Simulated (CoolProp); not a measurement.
The fluoroketone C6F12O (FK-5-1-12) along the isobar 27.9 bar: Z from the reference equation and from simpler models built on Tc = 168.7 °C, pc = 18.69 bar, ω = 0.471; each cubic takes its own stable root.

The numbers come from the reference Helmholtz-energy equation of state, McLinden 2015 in CoolProp.

```
T (°C)          phase  reference
------  -------------  ---------
91.25          liquid     0.2072
101.65         liquid     0.2071
111.95         liquid     0.2077
122.35         liquid     0.2092
132.65         liquid     0.2118
142.95         liquid     0.2158
153.35         liquid     0.2222
163.65         liquid     0.2323
173.95  supercritical     0.2501
184.35  supercritical     0.2891
194.65  supercritical     0.3810
204.95  supercritical     0.4878
```

Problem. How far does each simpler model (Soave-Redlich-Kwong, Peng-Robinson) lie from the reference over these 12 states: mean and median of the absolute difference, and the worst?

Solution. 
- Soave-Redlich-Kwong: mean 14.4 %, median 13.7 %, worst +22.3 % at 184.35 °C and 27.9 bar
- Peng-Robinson: mean 4.5 %, median 2.7 %, worst +12.7 % at 184.35 °C and 27.9 bar
